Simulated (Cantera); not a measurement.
Charge: 1 mol AlN, 20 mol Cl₂, 0.48 mol N₂, at 0.170 bar.

Equilibrium computed with Cantera from the NASA thermochemical tables; the gas is ideal and each condensed phase is pure. Candidate condensed phases: Al, AlCl₃, AlN; 11 gas species. The tables' values for AlCl₂ are old estimates; treat these amounts as uncertain. Rates play no part.

log p: log10 of the partial pressure in bar; nothing condenses.

| T (°C) | log p Cl₂ | log p Cl | log p AlCl₃ | log p N₂ | log p Al₂Cl₆ |
|---|---|---|---|---|---|
| 527 | -0.81 | -5.44 | -2.10 | -2.09 | … |
| 627 | -0.81 | -4.54 | -2.08 | -2.09 | … |
| 727 | -0.81 | -3.82 | -2.08 | -2.09 | … |
| 827 | -0.82 | -3.23 | -2.08 | -2.09 | … |
| 927 | -0.82 | -2.73 | -2.08 | -2.09 | … |
| 1027 | -0.83 | -2.32 | -2.09 | -2.10 | … |
| 1127 | -0.84 | -1.97 | -2.09 | -2.10 | … |
| 1227 | -0.88 | -1.67 | -2.11 | -2.12 | … |
| 1327 | -0.93 | -1.42 | -2.13 | -2.14 | … |
| 1427 | -1.01 | -1.22 | -2.16 | -2.17 | … |
| 1527 | -1.14 | -1.07 | -2.21 | -2.21 | … |
| 1627 | -1.31 | -0.96 | -2.25 | -2.26 | … |

### Question
Complete the blanks.

### Answer

- 527, log p Al₂Cl₆: -3.68
- 627, log p Al₂Cl₆: -4.50
- 727, log p Al₂Cl₆: -5.17
- 827, log p Al₂Cl₆: -5.71
- 927, log p Al₂Cl₆: -6.16
- 1027, log p Al₂Cl₆: -6.54
- 1127, log p Al₂Cl₆: -6.87
- 1227, log p Al₂Cl₆: -7.16
- 1327, log p Al₂Cl₆: -7.44
- 1427, log p Al₂Cl₆: -7.70
- 1527, log p Al₂Cl₆: -7.96
- 1627, log p Al₂Cl₆: -8.20
